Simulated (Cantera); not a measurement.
Cantera run, input and output.

```python
import numpy as np
import cantera as ct

gas = ct.Solution("gri30.yaml")


def delay(T, t_max=10):
    gas.TPX = T, 1600000, {'CH4': 1, 'CO': 0.32, 'O2': 1.03, 'N2': 3.87, 'C2H6': 0.012}
    reactor = ct.IdealGasConstPressureReactor(gas, clone=False)
    net = ct.ReactorNet([reactor])
    net.rtol, net.atol = 1e-8, 1e-16
    while net.time < t_max:
        t_old, T_old = net.time, reactor.T
        net.step()
        if reactor.T > T + 400:  # ignition: a rise of 400 K
            return t_old + (T + 400 - T_old) / (reactor.T - T_old) * (net.time - t_old)
    return np.nan


taus = []
for T in [1075, 1125, 1175, 1225, 1275, 1325, 1375, 1425, 1475]:
    taus.append(delay(T))
    print(f"T0 = {T:6g} K   tau = {taus[-1]:.4e} s")
```

Result:

```
T0 =   1075 K   tau = 3.2624e-02 s
T0 =   1125 K   tau = 1.5336e-02 s
T0 =   1175 K   tau = 7.5882e-03 s
T0 =   1225 K   tau = 3.9167e-03 s
T0 =   1275 K   tau = 2.0939e-03 s
T0 =   1325 K   tau = 1.1526e-03 s
T0 =   1375 K   tau = 6.5026e-04 s
T0 =   1425 K   tau = 3.7473e-04 s
T0 =   1475 K   tau = 2.2018e-04 s
```

Detailed kinetics in Cantera: GRI-Mech 3.0 (53 species, 325 reactions). The pressure lies above the range GRI-Mech 3.0 was tuned for (to about 10 atm).
